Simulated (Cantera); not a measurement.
Charge: 1 mol C2F6, 0.38 mol CH4, 1.7 mol H2, held at 40.0 Pa.

Method: chemical equilibrium by Gibbs-energy minimisation in Cantera with the NASA 1993 tables (ideal gas, pure condensed phases). Candidate condensed phases: C, C6H6, C7H8, C8H18; 95 gas species. The feed counts by its element totals alone. Gases not in the tables: C2F6 and larger saturated fluorocarbons. Kinetics and transport are ignored.

Problem. At 1298 K, list the 3 most abundant gas species with their mole fractions, and the condensed phases.

Solution. HF 0.948, CF4 0.0520, CF2 1.48e-5. Condensed: C(graphite).
